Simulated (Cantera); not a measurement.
Cantera with NASA thermochemical tables; ideal gases at 1 bar, condensed phases pure. Values are per mole of reaction as written; species without (g) are pure solids or liquids, kept so even where they would boil at 1 bar.

2 V2O5 = 2 V2O4 + O2(g)

```
T (K)  ΔH° (kJ)  ΔS° (J/K)  ΔG° (kJ)  log10 K  condensed phases
-----  --------  ---------  --------  -------  ----------------
300         [?]        [?]       [?]      [?]  V2O5(s), V2O4(s)
823         [?]        [?]       [?]      [?]  V2O5(s), V2O4(s)
923       260.7      197.7      78.2    -4.42  V2O5(s), V2O4(s)
1023      129.3       58.5      69.4    -3.55  V2O5(l), V2O4(s)
1123        [?]        [?]       [?]      [?]  V2O5(l), V2O4(s)
1223      125.5       55.1      58.1    -2.48  V2O5(l), V2O4(s)
1323      124.2       54.1      52.7    -2.08  V2O5(l), V2O4(s)
```

### Question
What belongs in the gaps?

### Answer

- 300, ΔH° (kJ): 246.8
- 300, ΔS° (J/K): 151.0
- 300, ΔG° (kJ): 201.5
- 300, log10 K: -35.09
- 823, ΔH° (kJ): 261.7
- 823, ΔS° (J/K): 198.9
- 823, ΔG° (kJ): 98.0
- 823, log10 K: -6.22
- 1123, ΔH° (kJ): 127.2
- 1123, ΔS° (J/K): 56.5
- 1123, ΔG° (kJ): 63.7
- 1123, log10 K: -2.96
